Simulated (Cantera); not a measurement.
A freely propagating, adiabatic, planar premixed flame of H2 : O2 : N2 = 1 : 0.25 : 0.94 (molar parts), equivalence ratio 2.0, unburnt at 550 K and 0.430 bar; multicomponent transport, grid criteria slope 0.08 and curve 0.16, no radiation.

Model: the H2/O2 subset of GRI-Mech 3.0, which has no nitrogen chemistry, integrated in Cantera. Burning velocities carry a grid error of a few per cent, more on coarse grids.

Problem. Predict: laminar burning velocity; thermal thickness; peak x(HO2); peak x(H2O2); peak x(H); peak x(OH).

Solution. 
```json
{
 "laminar_burning_velocity": "691 cm/s",
 "thermal_thickness": "1.31 mm",
 "peak x(HO2)": "0.000145",
 "peak x(H2O2)": "5.10e-6",
 "peak x(H)": "0.108",
 "peak x(OH)": "0.00505"
}
```
